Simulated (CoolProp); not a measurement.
Methanol at 293.15 K and 0.00727 MPa is compressed adiabatically to 0.0505 MPa with isentropic efficiency 0.7. Each further row changes one setting.

The numbers come from the reference Helmholtz-energy equation of state, de Reuck 1993 in CoolProp.

```csv
case,work (kJ/kg),final temperature (K),final density (kg/m³)
as stated,249,452.2,0.432
efficiency 1,174,(withheld),(withheld)
efficiency 0.65,(withheld),463.0,0.422
```

Question: What belongs in the gaps?

Answer: 
- efficiency 1, final temperature (K): 408.6
- efficiency 1, final density (kg/m³): 0.479
- efficiency 0.65, work (kJ/kg): 268
